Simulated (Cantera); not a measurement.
Input: 1 mol TiN, 0.011 mol C, 2.7 mol H2, held at 2352 °C and 0.0518 Torr.

These are equilibrium values from Cantera (NASA tables, ideal gas, pure condensed phases), not measurements of a reactor. Candidate condensed phases: C, C6H6, C7H8, C8H18, Ti, TiC, TiN; 93 gas species. Kinetics and transport are ignored.

Base state: H 0.755, Ti 0.148, N2 0.0736, H2 0.0218, C 0.000747, CN 0.000545, HCN 0.000230, HNC 3.09e-5 (mole fractions); condensed: gas only.

**Question.** What changes in the equilibrium state with this change: TiN replaced by SiC?

**Answer.** 
| species | before | after |
|---|---|---|
| H | 0.755 | 0.783 |
| Si | 0 | 0.123 |
| SiC2 | 0 | 0.0303 |
| Ti | 0.148 | 0 |
| N2 | 0.0736 | 0 |
| C3 | 1.00e-5 | 0.0253 |
| C | 0.000747 | 0.0102 |
| H2 | 0.0218 | 0.0235 |
| CN | 0.000545 | 0 |
| HCN | 0.000230 | 0 |
| C5 | <1e-9 | 8.54e-5 |
| SiC | 0 | 8.48e-5 |
| Si2C | 0 | 4.57e-5 |
Further candidate phases: Si, SiC.
